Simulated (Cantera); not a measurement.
Input: 1 mol Si, 7.4 mol Br2, 0.55 mol H2, at 1152 °C and 38.0 Pa.

These are equilibrium values from Cantera (NASA tables, ideal gas, pure condensed phases), not measurements of a reactor. Candidate condensed phases: Br2, Si; 19 gas species. The tables' values for SiBr3 are old estimates; treat these amounts as uncertain. Kinetics and transport are ignored.

Base state: Br 0.824, HBr 0.0886, SiBr4 0.0490, SiBr2 0.0246, SiBr3 0.00697, Br2 0.00668, H2 2.59e-5 (mole fractions); condensed: gas only.

### Question
What changes in the equilibrium state with this change: temperature from 1152 °C to 875 °C?

### Answer
```tsv
species	before	after
Br	0.824	0.594
Br2	0.00668	0.194
HBr	0.0886	0.111
SiBr4	0.0490	0.101
SiBr2	0.0246	7.07e-7
SiBr3	0.00697	2.80e-5
H2	2.59e-5	1.54e-7
```
